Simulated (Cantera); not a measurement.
A closed system holds: 1 mol S, 0.034 mol SO2, equilibrated at 1.10e7 Pa.

Equilibrium computed with Cantera from the NASA thermochemical tables; the gas is ideal and each condensed phase is pure. Candidate condensed phases: S; 10 gas species. The ideal-gas law is rough above about 30 bar. Equilibrium is a limit: real reactors are often held back by kinetics, nucleation or transport.

Q: At 1027 °C, list the 5 most abundant gas species with their mole fractions, and the condensed phases.

A: S2 0.764, SO2 0.164, S2O 0.0562, S8 0.0150, SO 0.000225. Condensed: S(l).
